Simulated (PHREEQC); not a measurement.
## Polishing slurry liquid (model solution)

A solution holds 0.056 mol/kgw H2SO4, 5.7e-06 mol/kgw H4SiO4 and 0.25 mol/kgw CuSO4, at 25 °C. Closed to the air; pH follows from the charge balance.

Model: ion-association model, wateq4f.dat, run in PHREEQC.

Each row changes one thing in this solution. No solid was allowed to form.

| case | pH | ionic strength (mol/kgw) | SI of Quartz (SiO2) |
|---|---|---|---|
| as made | 1.60 | 0.524 | -1.20 |
| H4SiO4 from 5.7e-06 to 2.85e-06 mol/kgw | 1.60 | 0.524 | -1.51 |
| CuSO4 replaced by (NH4)2SO4 at the same molality | 1.61 | 0.524 | -1.20 |
| temperature from 25 to 30 °C | 1.62 | 0.520 | -1.28 |
| H4SiO4 from 5.7e-06 to 1.14e-06 mol/kgw | 1.60 | 0.524 | -1.90 |

Complexes and solids missing from the database can't appear.
